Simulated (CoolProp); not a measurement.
Vapour-liquid equilibrium of R22 (1) + R123 (2) at 56.4 kPa; x and y are mole fractions of (1).

Computed with CoolProp (multi-fluid Helmholtz-energy mixture model, Kamei 1995 and Younglove 1994; pair parameters Bell 2016).

| x | bubble temperature, mixture model (K) | bubble temperature, Raoult's law (K) | y, mixture model | y, Raoult's law |
|---|---|---|---|---|
| 0.05 | 274.4 | 273.4 | (withheld) | 0.445 |
| 0.15 | 258.1 | 257.6 | (withheld) | 0.771 |
| 0.25 | 247.5 | 247.8 | 0.881 | 0.882 |
| 0.35 | 240.3 | 241.1 | 0.933 | 0.931 |
| 0.45 | 235.1 | 236.0 | 0.959 | 0.958 |
| 0.55 | 231.2 | 232.0 | 0.974 | 0.974 |
| 0.65 | 228.2 | 228.7 | (withheld) | 0.984 |
| 0.75 | 225.7 | 226.0 | 0.989 | 0.990 |
| 0.85 | 223.5 | 223.6 | 0.994 | 0.995 |
| 0.95 | 221.5 | 221.5 | 0.998 | 0.999 |

Problem. What belongs in the gaps?

Solution. 
- 0.05, y, mixture model: 0.410
- 0.15, y, mixture model: 0.760
- 0.65, y, mixture model: 0.983

The largest gap from Raoult's law is +1.0 K in bubble temperature, at x = 0.05. No azeotrope shows between x = 0.05 and 0.95.

The pair parameters rest on a limited set of measurements; away from them the model extrapolates. The gap from Raoult's law changes sign with composition, which may be real or a fault of the pair parameters; it wasn't checked against measurements.
